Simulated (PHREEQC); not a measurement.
## Metal-bearing waste water: an equilibrium model

Dissolve 0.0043 mol/kgw ZnSO4, 0.047 mol/kgw CuCl2 and 0.015 mol/kgw Na2SO4 at 25 °C. Closed to the air; pH follows from the charge balance.

Equilibrium calculation in PHREEQC: ion-association model, wateq4f.dat.

No solid was allowed to form.

Question: Predict the pH, ionic strength.

Answer: pH 4.51; ionic strength 0.161 mol/kgw.

Question: In which forms is Cl present?

Answer: Cl- 96 %, CuCl+ 3.2 % of the Cl.

The solution is supersaturated, for example in Atacamite, Antlerite, so a real one may precipitate; this is no full list.
